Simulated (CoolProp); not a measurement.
Vapour-liquid equilibrium of CH2F2 (R32) (1) + R125 (2) at 2.01 MPa; x and y are mole fractions of (1).

Values from CoolProp's multi-fluid Helmholtz-energy mixture model, Tillner-Roth 1997 and Lemmon 2005; pair parameters Lemmon 2004.

```
x     bubble temperature (K)  y at the bubble point  dew temperature at overall composition x (K)  liquid density (mol/L)
----  ----------------------  ---------------------  --------------------------------------------  ----------------------
0.05                   312.4                  0.060                                         312.5                   9.338
0.2                    310.2                  0.232                                         310.6                   10.21
0.35                   308.4                  0.390                                         308.9                   11.17
0.5                    306.9                  0.536                                         307.3                   12.28
0.65                   305.8                  0.674                                         306.0                   13.58
0.8                    305.1                  0.810                                         305.2                   15.16
0.95                   304.8                  0.951                                         304.8                   17.14
```

No azeotrope shows between x = 0.05 and 0.95.

Pair parameters are fitted to limited data, so mixtures are less certain than the pure fluids.
